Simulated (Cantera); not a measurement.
# Low-pressure radical oxidation in H2/O2

An isothermal, constant-pressure homogeneous reactor starts with H₂ : O₂ : N₂ = 0.36 : 1 : 2.8 (molar parts), equivalence ratio 0.18, at 900 K and 0.00128 atm.

Computed with Cantera and the H2/O2 subset of GRI-Mech 3.0, which has no nitrogen chemistry. Radical loss at walls, strong at low pressure, is not modelled. Below about 950 K walls govern HO2 and H2O2 in real vessels. The temperature is held fixed by assumption; the heat of reaction is taken as removed at once.

```csv
t (s),x H₂,x O₂,x H₂O,x O,x HO₂,x H₂O₂,x OH
0.000100,0.0865,0.240,<1e-12,<1e-12,<1e-12,<1e-12,<1e-12
0.000444,0.0865,0.240,<1e-12,<1e-12,<1e-12,<1e-12,<1e-12
0.00197,0.0865,0.240,<1e-12,<1e-12,1.85e-12,<1e-12,<1e-12
0.00877,0.0865,0.240,3.59e-12,2.14e-12,8.25e-12,<1e-12,<1e-12
0.0390,0.0865,0.240,3.34e-10,8.86e-11,3.76e-11,<1e-12,2.59e-11
0.173,0.0863,0.240,0.000167,4.00e-5,2.18e-7,8.56e-11,1.17e-5
0.770,0.00296,0.203,0.0682,0.0121,3.55e-7,2.72e-9,0.000847
3.42,0.00107,0.205,0.0857,0.00368,3.68e-7,5.02e-9,0.000504
15.2,3.97e-5,0.206,0.0903,0.000131,1.85e-7,7.41e-9,9.11e-5
67.5,1.21e-6,0.206,0.0904,4.16e-6,1.92e-8,2.42e-9,1.62e-5
300,1.07e-7,0.206,0.0904,3.87e-7,2.20e-9,7.30e-10,4.95e-6
```
x: mole fraction; the columns are a selection and need not sum to one.

Equilibrium at this temperature and pressure: H₂ 1.78e-11, O₂ 0.206, H₂O 0.0905, O 6.82e-11, HO₂ 2.80e-11, H₂O₂ 1.01e-12, OH 6.56e-8 (gas phase only).
